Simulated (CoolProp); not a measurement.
Properties of methane at several states.

Values from CoolProp's reference Helmholtz-energy equation of state, Setzmann 1991.

| T (K) | p (MPa) | phase | Z | cv (kJ/(kg K)) | Joule-Thomson coefficient (K/MPa) | isothermal compressibility (1/MPa) | viscosity (µPa s) | fugacity coefficient |
|---|---|---|---|---|---|---|---|---|
| 438.8 | 2.92 | gas | 0.9939 | 2.161 | 1.657 | 0.3442 | (withheld) | 0.9934 |
| 337.1 | 0.0162 | gas | 0.9998 | 1.810 | 3.365 | 61.74 | 12.4 | 0.9998 |
| 190 | 2.64 | gas | (withheld) | 1.751 | (withheld) | 0.5228 | 8.11 | 0.8107 |
| 111.2 | 16.3 | liquid | 0.6482 | (withheld) | -0.4683 | 0.001669 | 140 | 0.01111 |
| 337 | 0.137 | gas | 0.9985 | 1.810 | 3.360 | 7.310 | 12.4 | 0.9985 |

### Question
Fill in the missing entries.

### Answer

- 438.8, viscosity (µPa s): 15.7
- 190, Z: 0.7681
- 190, Joule-Thomson coefficient (K/MPa): 11.04
- 111.2, cv (kJ/(kg K)): 2.101

Viscosity comes from a separate model (Quiñones-Cisneros 2006).
